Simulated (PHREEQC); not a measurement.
0.5 mol of Cu3(PO4)2:3H2O (Cu3(PO4)2:3H2O) is brought to equilibrium with 1 kg of water, at 25 °C under several pressures of CO2. O2 is buffered at 0.21 atm. Only these solids could form: Cu3(PO4)2:3H2O, Cu(OH)2, Malachite.

Equilibrium calculation in PHREEQC: ion-association model, wateq4f.dat.

```csv
log pCO2 (atm),pH,dissolved Cu (mol/kgw),dissolved P (mol/kgw),Malachite (mol),Cu(OH)2 (mol)
-5,6.59,4.21e-5,5.27e-5,0,3.70e-5
-4.5,___,4.25e-5,5.23e-5,0,3.60e-5
-4,6.46,4.69e-5,6.43e-5,2.48e-5,0
-3.5,6.27,___,9.15e-5,3.88e-5,0
-3,6.06,8.22e-5,0.000131,5.73e-5,0
-2.5,___,0.000119,0.000189,8.24e-5,0
-2,5.65,0.000179,0.000274,0.000116,0
-1.5,5.44,___,0.000398,0.000159,0
-1,5.23,0.000450,0.000580,0.000210,0
-0.5,5.01,___,0.000851,___,0
0,4.81,0.00134,0.00126,0.000275,0
```

Q: Some entries are withheld; supply them.

A: 
- -4.5, pH: 6.58
- -3.5, dissolved Cu (mol/kgw): 5.96e-5
- -2.5, pH: 5.86
- -1.5, dissolved Cu (mol/kgw): 0.000279
- -0.5, dissolved Cu (mol/kgw): 0.000756
- -0.5, Malachite (mol): 0.000260

Species that the database lacks are ignored. H3PO4, which wateq4f.dat lacks, is added to it with the constant of phreeqc.dat. The database has no phosphate complexes of Cu. The database's constant for dissolved Cu(OH)2 is higher than later reviews accept.
